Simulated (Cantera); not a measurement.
A freely propagating, adiabatic, planar premixed flame of H₂ : O₂ : N₂ : H₂O = 1 : 0.217 : 0.817 : 0.57 (molar parts), equivalence ratio 2.3, unburnt at 550 K and 100.0 Torr; mixture-averaged transport, grid criteria slope 0.08 and curve 0.16, no radiation.

Detailed kinetics in Cantera: the H2/O2 subset of GRI-Mech 3.0, which has no nitrogen chemistry. Burning velocities carry a grid error of a few per cent, more on coarse grids.

x: mole fraction of selected species; z is measured from the peak of heat release.

| z (mm) | T (K) | u (m/s) | x H₂ | x O₂ | x H₂O | x H | x O | x HO₂ |
|---|---|---|---|---|---|---|---|---|
| -16.0 | 550 | 4.33 | 0.384 | 0.0833 | 0.219 | <1e-8 | <1e-8 | <1e-8 |
| -10.6 | 550 | 4.33 | 0.384 | 0.0833 | 0.219 | <1e-8 | <1e-8 | <1e-8 |
| -7.98 | 550 | 4.33 | 0.384 | 0.0833 | 0.219 | <1e-8 | <1e-8 | <1e-8 |
| -5.32 | 550 | 4.33 | 0.384 | 0.0833 | 0.219 | 1.46e-7 | <1e-8 | 1.04e-6 |
| -2.66 | 569 | 4.46 | 0.380 | 0.0831 | 0.221 | 0.000280 | 1.02e-5 | 9.07e-5 |
| -1.33 | 718 | 5.54 | 0.358 | 0.0780 | 0.238 | 0.00547 | 0.000122 | 5.45e-5 |
| 0 | 1003 | 7.58 | 0.291 | 0.0546 | 0.294 | 0.0323 | 0.00125 | 2.07e-5 |
| 1.33 | 1207 | 9.06 | 0.219 | 0.0160 | 0.371 | 0.0623 | 0.00164 | 4.84e-6 |
| 2.66 | 1294 | 9.67 | 0.200 | 0.00295 | 0.398 | 0.0668 | 0.000834 | 8.23e-7 |
| 5.32 | 1372 | 10.2 | 0.202 | 0.000597 | 0.404 | 0.0587 | 0.000567 | 1.56e-7 |
| 10.6 | 1454 | 10.7 | 0.209 | (withheld) | 0.407 | (withheld) | (withheld) | (withheld) |
| 21.3 | 1536 | 11.3 | 0.216 | 0.000254 | 0.410 | 0.0347 | 0.000289 | 6.08e-8 |
| 42.5 | 1607 | 11.7 | 0.223 | 0.000134 | 0.413 | 0.0239 | 0.000158 | 3.32e-8 |

Q: What belongs in the gaps?

A: 
- 10.6, x O₂: 0.000402
- 10.6, x H: 0.0469
- 10.6, x O: 0.000441
- 10.6, x HO₂: 9.86e-8
